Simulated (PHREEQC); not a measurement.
A column of 0.2 m (40 cells, dispersivity 0.016 m, 720 s a shift, diffusion coefficient 3e-10 m²/s) holds 0.0088 eq of the database's cation exchanger X per kg of pore water, first in equilibrium with 0.00048 mol LiCl, 0.031 mol MnCl2 and 1e-05 mol HCl per kg of water. It is flushed with 1.3 mmol/kgw SrCl2, 1.7 mmol/kgw PbCl2 and 0.01 mmol/kgw HCl, at 25 °C. Values are for the last cell. The system is closed to CO2. Precipitation was switched off in this run.

Base run: PHREEQC, ion-association model, phreeqc.dat. Each further column changes one thing. The table gives Pb in solution (mol/kgw).

```json
[
 {"pore volumes": "0", "base": "0", "exchange capacity from 0.0088 to 0.0044 eq/kgw": "0", "dispersivity from 0.016 to 0.032 m": "0"},
 {"pore volumes": "0.4625", "base": "6.00e-6", "exchange capacity from 0.0088 to 0.0044 eq/kgw": "1.76e-5", "dispersivity from 0.016 to 0.032 m": "4.27e-5"},
 {"pore volumes": "0.9125", "base": "0.000110", "exchange capacity from 0.0088 to 0.0044 eq/kgw": "0.000299", "dispersivity from 0.016 to 0.032 m": "[?]"},
 {"pore volumes": "1.363", "base": "0.000148", "exchange capacity from 0.0088 to 0.0044 eq/kgw": "0.000517", "dispersivity from 0.016 to 0.032 m": "0.000352"},
 {"pore volumes": "1.812", "base": "0.000207", "exchange capacity from 0.0088 to 0.0044 eq/kgw": "[?]", "dispersivity from 0.016 to 0.032 m": "0.000447"},
 {"pore volumes": "2.263", "base": "0.000490", "exchange capacity from 0.0088 to 0.0044 eq/kgw": "0.00126", "dispersivity from 0.016 to 0.032 m": "0.000635"},
 {"pore volumes": "2.712", "base": "0.00100", "exchange capacity from 0.0088 to 0.0044 eq/kgw": "0.00152", "dispersivity from 0.016 to 0.032 m": "0.000915"},
 {"pore volumes": "3.163", "base": "0.00137", "exchange capacity from 0.0088 to 0.0044 eq/kgw": "0.00163", "dispersivity from 0.016 to 0.032 m": "0.00119"},
 {"pore volumes": "3.612", "base": "0.00155", "exchange capacity from 0.0088 to 0.0044 eq/kgw": "0.00168", "dispersivity from 0.016 to 0.032 m": "0.00139"},
 {"pore volumes": "4.062", "base": "0.00163", "exchange capacity from 0.0088 to 0.0044 eq/kgw": "0.00169", "dispersivity from 0.016 to 0.032 m": "0.00152"},
 {"pore volumes": "4.513", "base": "0.00167", "exchange capacity from 0.0088 to 0.0044 eq/kgw": "0.00170", "dispersivity from 0.016 to 0.032 m": "0.00159"},
 {"pore volumes": "4.963", "base": "0.00169", "exchange capacity from 0.0088 to 0.0044 eq/kgw": "0.00170", "dispersivity from 0.016 to 0.032 m": "[?]"}
]
```

Problem. Some entries are withheld; supply them.

Solution. 
- 0.9125, dispersivity from 0.016 to 0.032 m: 0.000247
- 1.812, exchange capacity from 0.0088 to 0.0044 eq/kgw: 0.000829
- 4.963, dispersivity from 0.016 to 0.032 m: 0.00164
